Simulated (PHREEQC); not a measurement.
Dissolve 0.045 mol/kgw Na2CO3 and 0.063 mol/kgw Na3PO4 at 20 °C. Closed to the air; pH follows from the charge balance.

The numbers come from PHREEQC with the ion-association model, phreeqc.dat.

```tsv
quantity	before	after
pH	12.07	11.71
ionic strength (mol/kgw)	0.444	0.0413
Na+ (mol/kgw)	0.257	0.0271
```

**Question.** Which change was made?
(A) Na2CO3 replaced by NaH2PO4 at the same molality
(B) diluted 10-fold with water
(C) diluted 2-fold with water
(D) Na3PO4 left out

**Answer.** B, diluted 10-fold with water

No solid was allowed to form.
